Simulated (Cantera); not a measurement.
Charge: 1 mol Si, 1.1 mol Br2, 16 mol N2, equilibrated at 1098 K and 11.0 Pa.

Equilibrium computed with Cantera from the NASA thermochemical tables; the gas is ideal and each condensed phase is pure. Candidate condensed phases: Br2, Si, Si3N4; 13 gas species. N2 is the only nitrogen source here; it is nearly inert below about 1500 K, so the nitride shown seldom forms there in practice. The tables' values for SiBr3 are old estimates; treat these amounts as uncertain. Rates play no part.

Base state: N2 0.961, SiBr4 0.0304, Br 0.00433, SiBr2 0.00298, SiBr3 0.000856 (mole fractions); condensed: Si3N4(s).

Problem. What changes in the equilibrium state with this change: Br2 from 1.1 to 0.7 mol?

Solution. 
```json
[
 {"species": "N2", "before": "0.961", "after": "0.974"},
 {"species": "SiBr4", "before": "0.0304", "after": "0.0193"},
 {"species": "Br", "before": "0.00433", "after": "0.00387"},
 {"species": "SiBr2", "before": "0.00298", "after": "0.00236"},
 {"species": "SiBr3", "before": "0.000856", "after": "0.000606"},
 {"species": "Si3N4(s), mol", "before": "0.147", "after": "0.215"}
]
```

Problem. What changes in the equilibrium state with this change: temperature from 1098 K to 650 K?

Solution. 
| species | before | after |
|---|---|---|
| N2 | 0.961 | 0.966 |
| SiBr4 | 0.0304 | 0.0338 |
| Br | 0.00433 | 3.99e-8 |
| SiBr2 | 0.00298 | <1e-9 |
| SiBr3 | 0.000856 | 2.45e-9 |
| Si3N4(s), mol | 0.147 | 0.150 |
